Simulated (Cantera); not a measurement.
A perfectly stirred reactor is fed with NH3 : H2 : N2 = 1 : 4.9 : 0.34 (molar parts), at 1.00 bar; it is held at 2223 K, and followed from long to short residence time.

Cantera simulation using the gas-phase N/H chemistry of the illustrative SiF4/NH3 mechanism in the Surface Chemkin manual (1991); the numbers are that mechanism's predictions, not measurements. Walls and surfaces, which speed up NH3 decomposition in real reactors, are not modelled.

Task: Predict: x(NH3) at τ = 24.0 s; x(H2) at τ = 24.0 s; x(N) at τ = 24.0 s; x(H) at τ = 24.0 s; x(NH3) at τ = 0.320 s; x(H2) at τ = 0.320 s; x(N) at τ = 0.320 s; x(N2H2) at τ = 0.320 s; x(H) at τ = 0.320 s.

Result: 
```
Property                   Value
----------------------  --------
x(NH3) at τ = 24.0 s    0.000287
x(H2) at τ = 24.0 s        0.878
x(N) at τ = 24.0 s       3.91e-7
x(H) at τ = 24.0 s       0.00603
x(NH3) at τ = 0.320 s    0.00298
x(H2) at τ = 0.320 s       0.877
x(N) at τ = 0.320 s      2.88e-6
x(N2H2) at τ = 0.320 s   1.74e-8
x(H) at τ = 0.320 s      0.00539
```
